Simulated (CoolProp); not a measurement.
Vapour-liquid equilibrium of m-xylene (1) + o-xylene (2) at 123.65 °C; x and y are mole fractions of (1).

Computed with CoolProp (multi-fluid Helmholtz-energy mixture model, Zhou 2012 and Zhou 2012; pair parameters Bell 2016).

Q: Give the bubble pressure and the first vapour's composition at x = 0.05, 0.35, 0.5. Is there an azeotrope?

A: x = 0.05: 0.05701 MPa, y = 0.057; x = 0.35: 0.05975 MPa, y = 0.385; x = 0.5: 0.06119 MPa, y = 0.538. No azeotrope shows between x = 0.05 and 0.95.

The pair parameters rest on a limited set of measurements; away from them the model extrapolates.
